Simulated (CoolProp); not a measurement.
The fluid at 298.15 K and 2.68 MPa is throttled through a valve to 0.689 MPa with no heat exchange. The same conditions are run with several fluids, on thermodynamics alone (safety and materials aside).

Values from CoolProp's reference Helmholtz-energy equation of state of each fluid (dodecamethylpentasiloxane (MD3M): Thol 2019; ethanol: Schroeder 2014; the fluoroketone C6F12O (FK-5-1-12): McLinden 2015; R143a: Lemmon and Jacobsen 2000; R236FA: Pan 2012).

```json
[
 {"fluid": "dodecamethylpentasiloxane (MD3M)", "temperature change (K)": "+0.9", "final phase": "liquid", "final density (kg/m³)": "870"},
 {"fluid": "ethanol", "temperature change (K)": "+0.7", "final phase": "liquid", "final density (kg/m³)": "785"},
 {"fluid": "the fluoroketone C6F12O (FK-5-1-12)", "temperature change (K)": "+0.5", "final phase": "liquid", "final density (kg/m³)": "1600"},
 {"fluid": "R143a", "temperature change (K)": "-21.5", "final phase": "two-phase, vapour fraction 0.181", "final density (kg/m³)": "148"},
 {"fluid": "R236FA", "temperature change (K)": "+0.3", "final phase": "liquid", "final density (kg/m³)": "1360"}
]
```
